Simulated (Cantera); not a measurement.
Input: 1 mol CH3SiH3, 0.14 mol HCl, 79 mol H2, at 21.0 Torr.

These are equilibrium values from Cantera (NASA tables, ideal gas, pure condensed phases), not measurements of a reactor. Candidate condensed phases: C, C6H6, C7H8, C8H18, Si, SiC; 109 gas species. The feed counts by its element totals alone. Gases not in the tables: Si2H6 and higher silanes. The numbers say what is thermodynamically allowed, not how fast it happens.

x: gas mole fraction; n: condensed amount in mol.

```
T (°C)   x H2         x H    x HCl        x Si  n SiC(s)
------  -----  ----------  -------  ----------  --------
900     0.998     7.04e-7  0.00170    5.85e-12     1.000
975     0.998     2.79e-6  0.00170    8.42e-11     1.000
1050    0.998     9.47e-6  0.00170    8.81e-10     1.000
1125    0.998  (withheld)  0.00170  (withheld)     1.000
1200    0.998     7.55e-5  0.00170     4.41e-8     1.000
1275    0.998    0.000184  0.00170     2.16e-7     1.000
1350    0.998    0.000413  0.00170     8.24e-7     1.000
1425    0.997    0.000863  0.00170     2.70e-6     0.999
1500    0.997     0.00170  0.00170     8.57e-6     0.999
1575    0.995     0.00316  0.00170     2.65e-5     0.997
1650    0.993  (withheld)  0.00169  (withheld)     0.992
1725    0.988     0.00953  0.00168    0.000205     0.979
1800    0.982      0.0156  0.00167    0.000510     0.948
1875    0.972      0.0246  0.00164     0.00119     0.876
```

Question: Complete the blanks.

Answer: 
- 1125, x H: 2.83e-5
- 1125, x Si: 7.05e-9
- 1650, x H: 0.00561
- 1650, x Si: 7.65e-5
